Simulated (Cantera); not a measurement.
**Thermodynamics of metals in furnace atmospheres, feed Fe + CO₂ + N₂**

Feed: 1 mol Fe, 1.3 mol CO₂, 3.7 mol N₂, equilibrated at 1.00 bar.

Cantera equilibrium calculation (NASA polynomials, part measured and part estimated; ideal gas, pure solids and liquids). Candidate condensed phases: C, Fe, Fe(CO)₅, FeO, Fe₂O₃, Fe₃O₄; 27 gas species. The tables' stoichiometric FeO is somewhat more stable than real wüstite, so its field is too wide. FeO: taken at fixed stoichiometry. Kinetics and transport are ignored.

```json
[
 {"T (°C)": "1327", "x N₂": "0.740", "x CO": "0.200", "x CO₂": "0.0600", "x Fe": "5.57e-7", "x NO": "2.45e-8", "x FeO": "3.00e-9", "x O": "8.67e-11", "n FeO(s)": "1.000", "n FeO(l)": "0"},
 {"T (°C)": "1377", "x N₂": "0.740", "x CO": "0.200", "x CO₂": "0.0600", "x Fe": "1.33e-6", "x NO": "5.70e-8", "x FeO": "9.22e-9", "x O": "2.93e-10", "n FeO(s)": "0", "n FeO(l)": "1.000"},
 {"T (°C)": "1427", "x N₂": "0.740", "x CO": "0.200", "x CO₂": "0.0600", "x Fe": "2.88e-6", "x NO": "1.26e-7", "x FeO": "2.51e-8", "x O": "9.21e-10", "n FeO(s)": "0", "n FeO(l)": "1.000"},
 {"T (°C)": "1477", "x N₂": "0.740", "x CO": "0.200", "x CO₂": "0.0600", "x Fe": "5.93e-6", "x NO": "2.67e-7", "x FeO": "6.45e-8", "x O": "2.71e-9", "n FeO(s)": "0", "n FeO(l)": "1.000"},
 {"T (°C)": "1527", "x N₂": "0.740", "x CO": "0.200", "x CO₂": "0.0600", "x Fe": "1.17e-5", "x NO": "5.43e-7", "x FeO": "1.57e-7", "x O": "7.51e-9", "n FeO(s)": "0", "n FeO(l)": "1.000"},
 {"T (°C)": "1577", "x N₂": "0.740", "x CO": "0.200", "x CO₂": "0.0600", "x Fe": "2.22e-5", "x NO": "1.06e-6", "x FeO": "3.62e-7", "x O": "1.97e-8", "n FeO(s)": "0", "n FeO(l)": "1.000"},
 {"T (°C)": "1627", "x N₂": "0.740", "x CO": "0.200", "x CO₂": "0.0600", "x Fe": "4.07e-5", "x NO": "2.00e-6", "x FeO": "7.97e-7", "x O": "4.91e-8", "n FeO(s)": "0", "n FeO(l)": "1.000"},
 {"T (°C)": "1677", "x N₂": "0.740", "x CO": "0.200", "x CO₂": "0.0601", "x Fe": "7.22e-5", "x NO": "3.64e-6", "x FeO": "1.68e-6", "x O": "1.17e-7", "n FeO(s)": "0", "n FeO(l)": "1.000"}
]
```
x: gas mole fraction; n: condensed amount in mol.

At 1327 °C the condensed part is FeO(s). From 1377 °C to 1677 °C the condensed part is FeO(l). The main Fe-bearing gas is Fe throughout.
